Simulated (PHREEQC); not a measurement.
# Polishing slurry liquid: speciation

A solution holds 1.3 mmol/kgw HNO3 and 0.19 mmol/kgw K2SO4, at 25 °C. Closed to the air; pH follows from the charge balance.

Model: ion-association model, wateq4f.dat, run in PHREEQC.

This is a speciation only: nothing precipitates in the calculation.

Predict the pH.

pH 2.91.

In which forms is S present?

SO4-2 90 %, HSO4- 9.4 % of the S.

Complexes and solids missing from the database can't appear.
